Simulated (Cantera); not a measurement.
Equilibrium for titanium nitride, carbide and oxide coatings: TiCl4 + CH4

Feed: 1 mol TiCl4, a varied amount of CH4, held at 1777 °C and 0.560 bar.

These are equilibrium values from Cantera (NASA tables, ideal gas, pure condensed phases), not measurements of a reactor. Candidate condensed phases: C, C6H6, C7H8, C8H18, Ti, TiC, TiCl2, TiCl3, TiCl4; 96 gas species. The tables' values for TiCl2 are old estimates; treat these amounts as uncertain. TiC: taken at fixed stoichiometry. The numbers say what is thermodynamically allowed, not how fast it happens.

From 0.45 mol CH4 to 4.5 mol CH4 the condensed part is C(graphite) + TiC(s). The main Ti-bearing gas is TiCl3 throughout. The share of Ti in condensed phases is highest at 4.5 mol CH4 (94.1 %) and lowest at 0.45 mol CH4 (15.6 %).

| n(CH4) (mol) | x H2 | x HCl | x TiCl3 | x TiCl4 | x TiCl2 | n C(graphite) | n TiC(s) |
|---|---|---|---|---|---|---|---|
| 0.45 | 0.102 | 0.542 | 0.267 | 0.0734 | 0.0100 | 0.294 | 0.156 |
| 0.57 | 0.133 | 0.578 | 0.219 | 0.0563 | 0.00878 | 0.336 | 0.233 |
| 0.72 | 0.169 | 0.604 | 0.174 | 0.0414 | 0.00752 | 0.399 | 0.319 |
| 0.9 | 0.209 | 0.617 | 0.134 | 0.0293 | 0.00633 | 0.488 | 0.411 |
| 1.1 | 0.251 | 0.617 | 0.102 | 0.0204 | 0.00528 | 0.600 | 0.498 |
| 1.4 | 0.308 | 0.602 | 0.0698 | 0.0123 | 0.00410 | 0.793 | 0.604 |
| 1.8 | 0.375 | 0.568 | 0.0437 | 0.00656 | 0.00300 | 1.09 | 0.710 |
| 2.3 | 0.446 | 0.519 | 0.0256 | 0.00323 | 0.00210 | 1.50 | 0.798 |
| 2.8 | 0.505 | 0.471 | 0.0159 | 0.00171 | 0.00153 | 1.94 | 0.855 |
| 3.6 | 0.580 | 0.405 | 0.00824 | 0.000709 | 0.000985 | 2.68 | 0.909 |
| 4.5 | 0.643 | 0.347 | 0.00443 | 0.000310 | 0.000652 | 3.54 | 0.941 |
x: gas mole fraction; n: condensed amount in mol.
